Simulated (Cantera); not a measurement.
Standard-state values (1 bar) from the NASA 1993 polynomials, evaluated with Cantera. Values are per mole of reaction as written; species without (g) are pure solids or liquids, kept so even where they would boil at 1 bar.

NF3(g) + BCl3(g) ⇌ N(g) + 3 Cl(g) + BF3(g)

```json
[
 {"T (K)": "1648", "ΔH° (kJ)": "242.6", "ΔS° (J/K)": "365.9", "ΔG° (kJ)": "-360.3", "log10 K": "11.42"},
 {"T (K)": "1673", "ΔH° (kJ)": "242.6", "ΔS° (J/K)": "365.8", "ΔG° (kJ)": "-369.5", "log10 K": "11.54"},
 {"T (K)": "1698", "ΔH° (kJ)": "242.6", "ΔS° (J/K)": "365.8", "ΔG° (kJ)": "-378.6", "log10 K": "11.65"},
 {"T (K)": "1723", "ΔH° (kJ)": "?", "ΔS° (J/K)": "?", "ΔG° (kJ)": "?", "log10 K": "?"},
 {"T (K)": "1748", "ΔH° (kJ)": "?", "ΔS° (J/K)": "?", "ΔG° (kJ)": "?", "log10 K": "?"},
 {"T (K)": "1773", "ΔH° (kJ)": "242.5", "ΔS° (J/K)": "365.8", "ΔG° (kJ)": "-406.0", "log10 K": "11.96"},
 {"T (K)": "1798", "ΔH° (kJ)": "242.4", "ΔS° (J/K)": "365.7", "ΔG° (kJ)": "-415.2", "log10 K": "12.06"},
 {"T (K)": "1823", "ΔH° (kJ)": "242.4", "ΔS° (J/K)": "365.7", "ΔG° (kJ)": "-424.3", "log10 K": "12.16"},
 {"T (K)": "1848", "ΔH° (kJ)": "242.3", "ΔS° (J/K)": "365.7", "ΔG° (kJ)": "-433.5", "log10 K": "12.25"},
 {"T (K)": "1873", "ΔH° (kJ)": "?", "ΔS° (J/K)": "?", "ΔG° (kJ)": "?", "log10 K": "?"},
 {"T (K)": "1898", "ΔH° (kJ)": "242.2", "ΔS° (J/K)": "365.6", "ΔG° (kJ)": "-451.8", "log10 K": "12.43"}
]
```

Problem. What belongs in the gaps?

Solution. 
- 1723, ΔH° (kJ): 242.5
- 1723, ΔS° (J/K): 365.8
- 1723, ΔG° (kJ): -387.8
- 1723, log10 K: 11.76
- 1748, ΔH° (kJ): 242.5
- 1748, ΔS° (J/K): 365.8
- 1748, ΔG° (kJ): -396.9
- 1748, log10 K: 11.86
- 1873, ΔH° (kJ): 242.3
- 1873, ΔS° (J/K): 365.7
- 1873, ΔG° (kJ): -442.6
- 1873, log10 K: 12.34
